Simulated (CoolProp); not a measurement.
Saturation properties of R1234ze(Z).

Computed with CoolProp (reference Helmholtz-energy equation of state, Akasaka 2019).

| T (°C) | p (MPa) | liquid density (kg/m³) | vapour Z | surface tension (mN/m) |
|---|---|---|---|---|
| 8.55 | 0.09676 | 1267 | 0.9516 | 14.9 |
| 12.05 | 0.1108 | 1258 | 0.9469 | 14.4 |
| 15.45 | 0.1260 | 1250 | 0.9421 | 14.0 |
| 18.85 | 0.1428 | 1241 | 0.9370 | 13.6 |
| 22.25 | 0.1612 | 1232 | 0.9317 | 13.1 |
| 25.65 | 0.1815 | 1223 | 0.9260 | 12.7 |
| 29.05 | 0.2037 | 1214 | 0.9201 | 12.3 |
| 32.45 | 0.2280 | 1204 | 0.9138 | 11.9 |
| 35.85 | 0.2545 | 1195 | 0.9073 | 11.4 |
| 39.25 | 0.2832 | 1186 | 0.9005 | 11.0 |
| 42.75 | 0.3154 | 1176 | 0.8931 | 10.6 |

It boils at 9.7 °C under 1 atm.

Surface tension comes from a separate correlation (Kondou 2015).
